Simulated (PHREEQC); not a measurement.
Model water analysis in mmol/kgw, 25 °C, pH 3.48, pe 9.9:

| constituent | mmol/kgw |
|---|---|
| Na | 0.982 |
| K | 0.691 |
| Ca | 2.45 |
| Mg | 1.77 |
| Cl | 1.23 |
| S(6) | 4.79 |
| Li | 0.00564 |
| Sr | 0.016 |
| Mn(2) | 0.00128 |

Na is adjusted to close the charge balance.
Valence states are taken as typed.

All values are PHREEQC results (ion-association model, wateq4f.dat), not measurements.

```
quantity                     before     after
-------------------------  --------  --------
ionic strength (mol/kgw)     0.0157    0.0278
SO4-2 (mol/kgw)             0.00370   0.00779
Ca+2 (mol/kgw)              0.00192   0.00168
Mg+2 (mol/kgw)              0.00133   0.00115
CaSO4 (mol/kgw)            0.000534  0.000765
MgSO4 (mol/kgw)            0.000440  0.000623
SI of Gypsum (CaSO4:2H2O)     -0.99     -0.83
SI of Halite (NaCl)           -7.53     -6.61
```

Which change was made?
(A) all concentrations times 3 at the same typed pH
(B) S(6) from 4.79 to 9.58 mmol/kgw
(C) temperature from 25 to 75 °C at the same typed pH

B, S(6) from 4.79 to 9.58 mmol/kgw

Precipitation was switched off in this run.
